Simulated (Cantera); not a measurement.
A closed system holds: 1 mol Si, 0.14 mol O₂, 11 mol N₂, at 2025 K and 170000 Pa.

Cantera equilibrium calculation (NASA polynomials, part measured and part estimated; ideal gas, pure solids and liquids). Candidate condensed phases: Si, SiO₂, Si₂N₂O, Si₃N₄; 16 gas species. Mutual solubility and eutectic melting of coexisting phases are not modelled. Equilibrium is a limit: real reactors are often held back by kinetics, nucleation or transport.

Task: What is the equilibrium state?

Result: 
| Item | Value |
|---|---|
| x(N₂) | 0.998 |
| x(SiO) | 0.00228 |
| x(Si) | 8.97e-6 |
| x(SiN) | 2.87e-6 |
| n(Si₂N₂O(s)) | 0.256 mol |
| n(Si₃N₄(s)) | 0.155 mol |
| gas amount | 10.46 mol |
| log10 activity of Si(l) (absent) | -0.58 |
